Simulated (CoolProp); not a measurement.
Saturation properties of acetone (Tc = 508.1 K, pc = 46.92 bar, ω = 0.307).

Computed with CoolProp (reference Helmholtz-energy equation of state, Lemmon 2006). It is a short technical equation, of lower accuracy than the large ones.

```tsv
T (K)	p (bar)	liquid density (kg/m³)	vapour density (kg/m³)	liquid cp (kJ/(kg K))	surface tension (mN/m)
297.9	0.3040	784.9	0.7313	2.143	22.7
302.3	0.3664	780.0	0.8713	2.153	22.2
306.6	0.4372	775.1	1.028	2.165	21.7
311	0.5206	770.1	1.212	2.176	21.1
315.4	0.6165	765.1	1.420	2.188	20.6
319.8	0.7260	760.0	1.656	2.201	20.0
324.2	0.8507	754.9	1.923	2.214	19.5
328.5	0.9884	749.8	2.215	2.227	18.9
332.9	1.147	744.6	2.550	2.241	18.4
337.3	1.325	739.3	2.923	2.255	17.9
341.7	1.525	734.0	3.339	2.270	17.3
346.1	1.747	728.6	3.800	2.285	16.8
350.4	1.988	723.2	4.298	2.300	16.3
354.8	2.260	717.7	4.859	2.316	15.8
359.2	2.561	712.1	5.478	2.333	15.2
```

It boils at 329.2 K under 1 atm.

Surface tension comes from a separate correlation (Mulero 2012).
